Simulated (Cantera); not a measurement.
What does this Cantera script print?

```python
import numpy as np
import cantera as ct

gas = ct.Solution("gri30.yaml")
gas.TPX = 525, 510000, {'CH4': 1, 'C2H6': 0.042, 'O2': 2.15, 'N2': 8.07}
flame = ct.FreeFlame(gas, width=0.013)
flame.set_refine_criteria(ratio=3, slope=0.08, curve=0.16)
flame.transport_model = "mixture-averaged"
flame.solve(loglevel=0, auto=True)
z, T = flame.grid, flame.T
thick = (T[-1] - T[0]) / np.gradient(T, z).max()
show = ['CH4', 'C2H6', 'O2', 'CH3', 'H', 'CH2']
print(f"laminar burning velocity  {flame.velocity[0] * 100:.3f} cm/s")
print(f"burnt temperature         {T[-1]:.1f} K")
print(f"thermal thickness         {thick * 1e3:.4f} mm")
print(f"grid points               {len(z)}")
z0 = z[flame.heat_release_rate.argmax()]
print(f"{'z/mm':>9s}{'T/K':>9s}{'u/(m/s)':>9s}" + "".join(f"{s:>11s}" for s in show))
rows = []
for k in (-3, -2, -1.5, -1, -0.5, -0.25, 0, 0.25, 0.5, 1, 2, 4, 8):
    zz = z0 + k * thick
    rows.append([k * thick, np.interp(zz, z, T), np.interp(zz, z, flame.velocity),
                 *(np.interp(zz, z, flame.X[gas.species_index(s)]) for s in show)])
    print(f"{rows[-1][0] * 1e3:9.3f}{rows[-1][1]:9.1f}{rows[-1][2]:9.3f}" + "".join(f"{x:11.3e}" for x in rows[-1][3:]))
```

Output:

```
laminar burning velocity  57.090 cm/s
burnt temperature         2386.4 K
thermal thickness         0.1057 mm
grid points               142
     z/mm      T/K  u/(m/s)        CH4       C2H6         O2        CH3          H        CH2
   -0.317    525.4    0.572  8.868e-02  3.726e-03  1.907e-01  2.650e-09  1.776e-15  6.134e-20
   -0.211    529.5    0.577  8.824e-02  3.719e-03  1.902e-01  3.176e-08  5.581e-13  1.856e-16
   -0.159    542.1    0.592  8.723e-02  3.705e-03  1.890e-01  1.380e-07  1.109e-11  6.108e-15
   -0.106    626.9    0.689  8.175e-02  3.610e-03  1.821e-01  1.955e-06  3.881e-09  4.067e-12
   -0.053   1062.4    1.182  5.576e-02  2.782e-03  1.431e-01  1.639e-04  1.335e-05  3.288e-08
   -0.026   1491.1    1.672  2.958e-02  1.460e-03  9.957e-02  1.179e-03  2.054e-04  3.049e-06
    0.000   1897.4    2.137  5.898e-03  9.245e-05  5.160e-02  1.529e-03  1.586e-03  4.362e-05
    0.026   2069.3    2.322  2.551e-04  1.466e-07  2.688e-02  1.309e-04  3.110e-03  1.049e-05
    0.053   2137.2    2.386  5.655e-06  7.338e-11  1.928e-02  3.512e-06  3.149e-03  3.475e-07
    0.106   2215.6    2.460  5.857e-09  1.963e-16  1.453e-02  4.432e-09  2.329e-03  4.725e-10
    0.211   2289.7    2.531  2.112e-13  6.662e-23  1.104e-02  2.344e-13  1.356e-03  5.761e-14
    0.423   2344.0    2.583  6.619e-16  1.743e-29  8.393e-03  1.724e-15  7.552e-04  4.672e-16
    0.846   2374.1    2.611  3.257e-16  3.728e-29  6.805e-03  7.346e-16  4.932e-04  1.453e-16
```

Cantera simulation using GRI-Mech 3.0 (53 species, 325 reactions); the numbers are that mechanism's predictions, not measurements. Burning velocities carry a grid error of a few per cent, more on coarse grids.
